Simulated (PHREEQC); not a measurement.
Solution (25 °C): 0.0005 mol/kgw Ca(OH)2. Closed to the air; pH follows from the charge balance.

Model: ion-association model, wateq4f.dat, run in PHREEQC.

Each row changes one thing in this solution. This is a speciation only: nothing precipitates in the calculation.

```csv
case,pH,ionic strength (mol/kgw),CaOH+ (mol/kgw),SI of Portlandite (Ca(OH)2)
as made,10.98,0.00149,6.84e-6,-4.23
Ca(OH)2 from 0.0005 to 0.00025 mol/kgw,10.68,0.000746,1.81e-6,-5.09
diluted 5-fold with water,10.29,0.000299,3.05e-7,-6.25
Ca(OH)2 replaced by CaSO4 at the same molality,7.01,0.00188,6.85e-10,-12.20
Ca(OH)2 replaced by CaCl2 at the same molality,7.00,0.00150,7.26e-10,-12.18
Ca(OH)2 from 0.0005 to 0.00045 mol/kgw,10.93,0.00134,5.60e-6,-4.36
```
